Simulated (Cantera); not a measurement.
A perfectly stirred reactor is fed with 12.8 % CH4, 18.3 % O2, 68.8 % N2, equivalence ratio 1.4, at 1.00 bar; it is adiabatic with a 325 K inlet, and is followed from long to short residence time, starting on the burning branch (τ in s: 0.24, 0.09, 0.034, 0.013, 0.0048, 0.0018, 0.00067, 0.00025, 9.5e-05).

Cantera simulation using GRI-Mech 3.0 (53 species, 325 reactions); the numbers are that mechanism's predictions, not measurements.

x: mole fraction; the columns are a selection and need not sum to one.

```
τ (s)    T (K)     x CH4      x O2    x H2      x NO   x C2H6
-------  -----  --------  --------  ------  --------  -------
0.24      1996  0.000193   7.54e-5  0.0617  0.000107  1.51e-8
0.090     1995  0.000342  0.000169  0.0612  0.000123  6.00e-8
0.034     1992  0.000539  0.000362  0.0604  0.000133  1.97e-7
0.013     1986  0.000765  0.000736  0.0594  0.000134  5.35e-7
0.0048    1974   0.00108   0.00151  0.0581  0.000122  1.39e-6
0.0018    1952       ___       ___  0.0564       ___      ___
0.00067   1895       ___       ___  0.0536       ___      ___
0.00025    325     0.128     0.183  <1e-12    <1e-12   <1e-12
9.5e-5     325     0.128     0.183  <1e-12    <1e-12   <1e-12
```

Problem. What belongs in the gaps?

Solution. 
- 0.0018, x CH4: 0.00164
- 0.0018, x O2: 0.00320
- 0.0018, x NO: 9.22e-5
- 0.0018, x C2H6: 3.88e-6
- 0.00067, x CH4: 0.00332
- 0.00067, x O2: 0.00826
- 0.00067, x NO: 4.20e-5
- 0.00067, x C2H6: 1.78e-5
